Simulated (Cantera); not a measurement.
A closed system holds: 1 mol CH3OH, 0.043 mol H2O, 0.55 mol N2, 1.8 mol CO2, equilibrated at 14000 Pa.

Cantera equilibrium calculation (NASA polynomials, part measured and part estimated; ideal gas, pure solids and liquids). Candidate condensed phases: C, C6H6, C7H8, C8H18, H2O; 136 gas species. Equilibrium is a limit: real reactors are often held back by kinetics, nucleation or transport. All values below are at 1298 K.

Base state: CO 0.351, H2 0.206, H2O 0.173, CO2 0.168, N2 0.102 (mole fractions); condensed: gas only.

**Question.** What changes in the equilibrium state with this change: H2O from 0.043 to 2 mol?

**Answer.** 
```csv
species,before,after
H2O,0.173,0.335
H2,0.206,0.209
CO,0.351,0.199
N2,0.102,0.0748
CO2,0.168,0.182
```
